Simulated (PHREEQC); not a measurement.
Solution (20 °C): 1 mmol/kgw HCl, 0.072 mmol/kgw AlCl3 and 0.22 mmol/kgw CuCl2. Closed to the air; pH follows from the charge balance.

Computed with PHREEQC (ion-association model, phreeqc.dat).

**Question.** The ionic strength comes out as 0.00209 mol/kgw. What activity coefficients do Al+3, H+, Cl-, Cu+2 get?

**Answer.** Al+3 0.66, H+ 0.95, Cl- 0.95, Cu+2 0.82.

This is a speciation only: nothing precipitates in the calculation.
